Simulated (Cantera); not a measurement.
What does this Cantera script print?

```python
import numpy as np
import cantera as ct

gas = ct.Solution("h2o2.yaml")
gas.TPX = 1050, 3400, {'H2': 0.034, 'O2': 1}
reactor = ct.IdealGasConstPressureReactor(gas, energy="off", clone=False)
net = ct.ReactorNet([reactor])
net.rtol, net.atol = 1e-08, 1e-18
show = ['H2', 'O2', 'H2O', 'H', 'O']
times = np.geomspace(3e-06, 100, 13)

steps = ct.SolutionArray(gas, extra=["t"])
rows = []
print(f"{'t/s':>10s}{'T/K':>9s}{'P/Pa':>11s}" + "".join(f"{s:>11s}" for s in show))
for t in times:
    while net.time < t:
        t_next = net.step()
        steps.append(gas.state, t=t_next)
    rows.append([np.interp(t, steps.t, y) for y in (steps.T, steps.P, *steps(*show).X.T)])
    print(f"{t:10.3e}{rows[-1][0]:9.1f}{rows[-1][1]:11.4g}" + "".join(f"{x:11.3e}" for x in rows[-1][2:]))
rate = np.gradient(steps.T, steps.t)
print("integrator steps:", len(steps.t))
if steps.T.max() > steps.T[0] + 200:
    print(f"time of steepest temperature rise: {steps.t[rate.argmax()]:.4e} s")
gas.TPX = 1050, 3400, {'H2': 0.034, 'O2': 1}
gas.equilibrate("TP")
print(f"equilibrium (TP): T = {gas.T:.1f} K  " + "  ".join(f"{s} {gas[s].X[0]:.3e}" for s in show))
```

Output:

```
       t/s      T/K       P/Pa         H2         O2        H2O          H          O
 3.000e-06   1050.0       3400  3.288e-02  9.671e-01  6.647e-15  8.340e-12  3.383e-13
 1.271e-05   1050.0       3400  3.288e-02  9.671e-01  4.531e-13  3.156e-11  5.532e-12
 5.382e-05   1050.0       3400  3.288e-02  9.671e-01  2.460e-11  1.026e-10  7.598e-11
 2.280e-04   1050.0       3400  3.288e-02  9.671e-01  1.065e-09  5.652e-10  1.129e-09
 9.655e-04   1050.0       3400  3.288e-02  9.671e-01  4.691e-07  1.333e-07  3.283e-07
 4.089e-03   1050.0       3400  1.027e-03  9.516e-01  2.937e-02  3.714e-03  1.259e-02
 1.732e-02   1050.0       3400  6.831e-05  9.643e-01  3.302e-02  1.541e-04  2.053e-03
 7.336e-02   1050.0       3400  4.539e-06  9.664e-01  3.336e-02  2.964e-06  1.496e-04
 3.107e-01   1050.0       3400  2.960e-07  9.665e-01  3.341e-02  6.411e-08  1.150e-05
 1.316e+00   1050.0       3400  2.912e-08  9.666e-01  3.343e-02  2.551e-09  1.338e-06
 5.574e+00   1050.0       3400  4.330e-09  9.666e-01  3.343e-02  1.684e-10  2.189e-07
 2.361e+01   1050.0       3400  8.192e-10  9.666e-01  3.343e-02  1.481e-11  4.332e-08
 1.000e+02   1050.0       3400  1.830e-10  9.666e-01  3.343e-02  1.614e-12  9.864e-09
integrator steps: 2143
equilibrium (TP): T = 1050.0 K  H2 6.715e-11  O2 9.666e-01  H2O 3.343e-02  H 3.628e-13  O 3.589e-09
```

Model: the H2/O2 subset of GRI-Mech 3.0, which has no nitrogen chemistry, integrated in Cantera. Radical loss at walls, strong at low pressure, is not modelled.
